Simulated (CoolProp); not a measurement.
Fluorine at several states: density (kg/m³) from the reference equation and from simpler models built on Tc = -128.7 °C, pc = 52.40 bar, ω = 0.045; each cubic takes its own stable root.

Computed with CoolProp (reference Helmholtz-energy equation of state, de Reuck 1990).

```json
[
 {"T (°C)": "7.15", "p (bar)": "0.989", "phase": "gas", "reference": "1.613", "van der Waals": "1.614", "Peng-Robinson": "1.614"},
 {"T (°C)": "-119.15", "p (bar)": "125", "phase": "supercritical", "reference": "925.5", "van der Waals": "742.3", "Peng-Robinson": "945.2"},
 {"T (°C)": "-129.85", "p (bar)": "169", "phase": "liquid", "reference": "1117", "van der Waals": "857.2", "Peng-Robinson": "1206"},
 {"T (°C)": "-34.75", "p (bar)": "0.106", "phase": "gas", "reference": "0.2032", "van der Waals": "0.2032", "Peng-Robinson": "0.2032"},
 {"T (°C)": "-53.95", "p (bar)": "8.4", "phase": "gas", "reference": "17.75", "van der Waals": "17.80", "Peng-Robinson": "17.82"}
]
```
